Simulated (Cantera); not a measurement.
A perfectly stirred reactor is fed with CH3OH : O2 : N2 = 1 : 3.06 : 14.1 (molar parts), at 7.11 atm; it is adiabatic with a 698 K inlet, and is followed from long to short residence time, starting on the burning branch (τ in s: 0.42, 0.16, 0.058, 0.021, 0.0079, 0.0029, 0.0011, 0.0004, 0.00015, 5.4e-05, 2e-05).

Detailed kinetics in Cantera: GRI-Mech 3.0 (53 species, 325 reactions). GRI-Mech 3.0 was tuned for natural gas; its chemistry of methanol as a main component is partial and can be far from experiment.

Predict: blow-out, bracketed by the residence times tried; x(CH3OH) at τ = 0.420 s; x(O2) at τ = 0.420 s; x(CH4) at τ = 0.420 s; x(CH3OH) at τ = 2.90 ms; x(O2) at τ = 2.90 ms; x(CH4) at τ = 2.90 ms.


```json
{
  "blow_out_bracketed_by_the_residence_times_tried": "burning at 1.10 ms, out at 0.400 ms",
  "x(CH3OH) at τ = 0.420 s": "6.57e-7",
  "x(O2) at τ = 0.420 s": "0.0836",
  "x(CH4) at τ = 0.420 s": "5.63e-9",
  "x(CH3OH) at τ = 2.90 ms": "3.20e-5",
  "x(O2) at τ = 2.90 ms": "0.0842",
  "x(CH4) at τ = 2.90 ms": "4.33e-8"
}
```
